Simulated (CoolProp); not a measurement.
Vapour-liquid equilibrium of dimethyl ether (1) + isobutane (2) at 2.18 kPa; x and y are mole fractions of (1).

Model: multi-fluid Helmholtz-energy mixture model, Wu 2011 and Bücker 2006; pair parameters Bell 2016, in CoolProp.

```tsv
x	bubble temperature (K)	y at the bubble point	dew temperature at overall composition x (K)	liquid density (mol/L)
0.05	190.8	0.180	192.1	11.68
0.2	187.6	0.450	190.5	12.40
0.35	186.2	0.572	188.8	13.17
0.5	185.4	0.648	187.0	14.03
0.65	185.1	0.713	185.4	14.98
0.8	185.0	0.792	185.0	16.06
0.95	185.3	0.927	185.4	17.28
```

y crosses x between x = 0.65 and 0.8: the model has an azeotrope there.

The pair parameters rest on a limited set of measurements; away from them the model extrapolates.
